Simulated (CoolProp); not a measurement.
Properties of nitrous oxide along the isotherm -71.75 °C (Tc = 36.4 °C, pc = 72.45 bar, ω = 0.161).

Computed with CoolProp (reference Helmholtz-energy equation of state, Lemmon 2006). It is a short technical equation, of lower accuracy than the large ones.

```
p (bar)   phase  cp (kJ/(kg K))  Joule-Thomson coefficient (K/MPa)  isothermal compressibility (1/MPa)  fugacity coefficient
-------  ------  --------------  ---------------------------------  ----------------------------------  --------------------
3.29     liquid      (withheld)                            -0.2281                            0.001486                0.7270
6.59     liquid           1.738                            -0.2290                            0.001479                0.3656
9.88     liquid           1.736                            -0.2299                            0.001472            (withheld)
13.2     liquid           1.735                            -0.2307                          (withheld)                0.1852
16.5     liquid           1.734                            -0.2316                          (withheld)                0.1493
19.8     liquid      (withheld)                            -0.2325                            0.001450                0.1253
23.1     liquid           1.731                            -0.2333                            0.001443                0.1082
26.3     liquid           1.730                            -0.2341                            0.001437               0.09571
29.6     liquid           1.729                            -0.2350                            0.001430            (withheld)
32.9     liquid      (withheld)                            -0.2358                            0.001423               0.07764
36.2     liquid      (withheld)                            -0.2366                            0.001416               0.07108
```

Q: Complete the blanks.

A: 
- 3.29, cp (kJ/(kg K)): 1.739
- 9.88, fugacity coefficient: 0.2457
- 13.2, isothermal compressibility (1/MPa): 0.001464
- 16.5, isothermal compressibility (1/MPa): 0.001457
- 19.8, cp (kJ/(kg K)): 1.732
- 29.6, fugacity coefficient: 0.08567
- 32.9, cp (kJ/(kg K)): 1.727
- 36.2, cp (kJ/(kg K)): 1.726
